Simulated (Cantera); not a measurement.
Standard-state values (1 bar) from the NASA 1993 polynomials, evaluated with Cantera. Values are per mole of reaction as written; species without (g) are pure solids or liquids, kept so even where they would boil at 1 bar. The tables' values for SiF₂ are old estimates.

6 Si + 2 SF₆(g) → 6 SiF₂(g) + S₂(g)

```tsv
T (K)	ΔH° (kJ)	ΔS° (J/K)	ΔG° (kJ)	log10 K
598	___	___	___	___
673	___	___	___	___
748	___	___	___	___
823	___	___	___	___
898	-994.1	1011.4	-1902.3	110.65
973	-1000.3	1004.8	-1977.9	106.18
1048	-1006.7	998.5	-2053.1	102.33
```

**Question.** Some entries are withheld; supply them.

**Answer.** 
- 598, ΔH° (kJ): -971.8
- 598, ΔS° (J/K): 1041.4
- 598, ΔG° (kJ): -1594.6
- 598, log10 K: 139.28
- 673, ΔH° (kJ): -976.9
- 673, ΔS° (J/K): 1033.3
- 673, ΔG° (kJ): -1672.4
- 673, log10 K: 129.80
- 748, ΔH° (kJ): -982.4
- 748, ΔS° (J/K): 1025.7
- 748, ΔG° (kJ): -1749.6
- 748, log10 K: 122.17
- 823, ΔH° (kJ): -988.1
- 823, ΔS° (J/K): 1018.4
- 823, ΔG° (kJ): -1826.2
- 823, log10 K: 115.91
